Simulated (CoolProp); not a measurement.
Vapour-liquid equilibrium of R141b (1) + n-pentane (2) at 58.9 kPa; x and y are mole fractions of (1).

Computed with CoolProp (multi-fluid Helmholtz-energy mixture model, Lemmon 2006 and Thol 2019; pair parameters Bell 2016).

Q: Give the bubble temperature and the first vapour's composition at x = 0.425, 0.875, 0.95. Is there an azeotrope?

A: x = 0.425: 16.5 °C, y = 0.468; x = 0.875: 16.7 °C, y = 0.853; x = 0.95: 17.1 °C, y = 0.938. y crosses x between x = 0.575 and 0.65: the model has an azeotrope there.

The pair parameters rest on a limited set of measurements; away from them the model extrapolates.
